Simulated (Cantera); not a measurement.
Input (Python, Cantera) and output of one run.

```python
import numpy as np
import cantera as ct

gas_names = """
    C CH CH2 CH3 CH4 C2 C2H C2H2,acetylene C2H2,vinylidene C2H3,vinyl C2H4 C2H5 C2H6 C3 C3H3,propargyl
    C3H4,allene C3H4,propyne C3H4,cyclo- C3H5,allyl C3H6,propylene C3H6,cyclo- C3H7,n-propyl
    C3H7,i-propyl C3H8 C4 C4H2 C4H4,1,3-cyclo- C4H6,butadiene C4H6,2-butyne C4H6,cyclo- C4H8,1-butene
    C4H8,cis2-buten C4H8,tr2-butene C4H8,isobutene C4H8,cyclo- C4H9,n-butyl C4H9,i-butyl C4H9,s-butyl
    C4H9,t-butyl C4H10,isobutane C4H10,n-butane C5 C5H6,1,3cyclo- C5H8,cyclo- C5H10,1-pentene
    C5H10,cyclo- C5H11,pentyl C5H11,t-pentyl C5H12,n-pentane C5H12,i-pentane CH3C(CH3)2CH3 C6H2
    C6H5,phenyl C6H6 C6H10,cyclo- C6H12,1-hexene C6H12,cyclo- C6H13,n-hexyl C7H7,benzyl C7H8
    C7H14,1-heptene C7H15,n-heptyl C7H16,n-heptane C8H8,styrene C8H10,ethylbenz C8H16,1-octene
    C8H17,n-octyl C8H18,isooctane C8H18,n-octane C9H19,n-nonyl C10H8,naphthale C10H21,n-decyl
    C12H9,o-bipheny C12H10,bipheny H H2 Si SiC SiC2 SiC4H12 SiH SiH2 SiH3 SiH4 Si2 Si2C Si3
""".split()
cond_names = """
    C(gr) C6H6(L) C7H8(L) C8H18(L),n-octa Si(cr) Si(L) SiC(b)
""".split()


def load(file, names, dense=False):
    # The tables refer to 1 bar. Condensed volumes are neglected.
    table = {s.name: s for s in ct.Species.list_from_file(file)}
    out = []
    for n in names:
        d = dict(table[n].input_data)
        d["thermo"] = dict(d["thermo"], **{"reference-pressure": 1e5})
        if dense:
            d["equation-of-state"] = {"model": "constant-volume", "density": "1e6 g/cm^3"}
        out.append(ct.Species.from_dict(d))
    return out


gas = ct.Solution(thermo="ideal-gas", species=load("nasa_gas.yaml", gas_names))
cond = {s.name: ct.Solution(thermo="fixed-stoichiometry", species=[s], name=s.name)
        for s in load("nasa_condensed.yaml", cond_names, dense=True)}
atoms = {
    'SiC': {'Si': 1, 'C': 1},
    'Si': {'Si': 1},
    'H2': {'H': 2},
}
top_T = {'C(gr)': 4500, 'SiC(b)': 3050}  # K; cautious upper limits of use, not melting points


def equilibrate(T, P, feed):
    n = {}
    for name, mol in feed.items():
        for a, k in atoms[name].items():
            n[a] = n.get(a, 0.0) + k * mol
    gas.TPX = T, P, n
    mass = sum(n.values()) * gas.mean_molecular_weight
    gas.equilibrate("TP")
    valid = [c for c in cond.values() if c.min_temp <= T <= top_T.get(c.name, c.max_temp)]
    mix = ct.Mixture([(gas, mass / gas.mean_molecular_weight)] + [(c, 0.0) for c in valid])
    mix.T, mix.P = T, P
    mix.equilibrate("TP", solver="gibbs", rtol=1e-10, max_steps=50000)
    return mix


results = []
feed = {'SiC': 1, 'Si': 0.024, 'H2': 0.029}  # mol
P = 1800  # Pa
for T in [1798, 1898, 1998, 2098, 2198, 2298, 2398, 2498, 2598, 2698, 2798, 2898, 2998]:
    mix = equilibrate(T, P, feed)
    results.append((T, P, feed, dict(zip(mix.species_names, mix.species_moles))))

top = {s: max(r[3][s] / sum(r[3][g] for g in gas_names) for r in results) for s in gas_names}
cols = sorted((s for s in top if top[s] > 0.001), key=lambda s: -top[s])[:8]
seen = [c for c in cond_names if any(r[3].get(c, 0) > 1e-12 for r in results)]
print("log10 of partial pressures in bar; condensed amounts in mol")
print(f"{'T/K':>10s}" + "".join(f"{s[:9]:>10s}" for s in cols + seen))
for T, P, feed, n in results:
    ng = sum(n[g] for g in gas_names)
    print(f"{T:10.4g}" + "".join(f"{np.log10(max(n[s] / ng * P / 1e5, 1e-99)):10.3f}" for s in cols)
          + "".join(f"{n.get(c, 0):10.4g}" for c in seen))
```

Output:

```
log10 of partial pressures in bar; condensed amounts in mol
       T/K        H2        Si      SiC2         H      Si2C        C3       Si2       SiH     C(gr)     Si(L)    SiC(b)
      1798    -1.746    -5.511   -10.597    -4.326    -7.489   -17.834    -7.732    -6.324         0   0.02399         1
      1898    -1.748    -4.911    -9.379    -3.981    -6.671   -16.010    -7.008    -5.844         0   0.02398         1
      1998    -1.751    -4.371    -8.287    -3.670    -5.937   -14.371    -6.358    -5.413         0   0.02392         1
      2098    -1.758    -3.884    -7.301    -3.391    -5.276   -12.892    -5.771    -5.027         0   0.02375         1
      2198    -1.773    -3.442    -6.406    -3.141    -4.676   -11.551    -5.239    -4.681         0   0.02329         1
      2298    -1.803    -3.038    -5.592    -2.920    -4.131   -10.328    -4.754    -4.373         0   0.02209    0.9999
      2398    -1.866    -2.669    -4.847    -2.735    -3.633    -9.211    -4.311    -4.110         0    0.0189    0.9995
      2498    -2.007    -2.330    -4.164    -2.607    -3.177    -8.185    -3.905    -3.910         0  0.009148    0.9979
      2598    -2.162    -2.215    -3.337    -2.500    -2.955    -6.647    -3.926    -3.936         0         0    0.9929
      2698    -2.508    -2.162    -2.520    -2.503    -2.803    -5.067    -4.052    -4.115  0.009446         0    0.9432
      2798    -3.981    -2.011    -2.268    -3.081    -2.764    -4.511    -3.967    -4.756    0.3126         0         0
      2898    -4.232    -2.026    -2.188    -3.058    -3.037    -3.995    -4.198    -4.947     0.184         0         0
      2998    -4.494    -2.057    -2.133    -3.051    -3.329    -3.515    -4.449    -5.158   0.02766         0         0
```

Equilibrium computed with Cantera from the NASA thermochemical tables; the gas is ideal and each condensed phase is pure. Mutual solubility and eutectic melting of coexisting phases are not modelled. Gases not in the tables: Si2H6 and higher silanes.
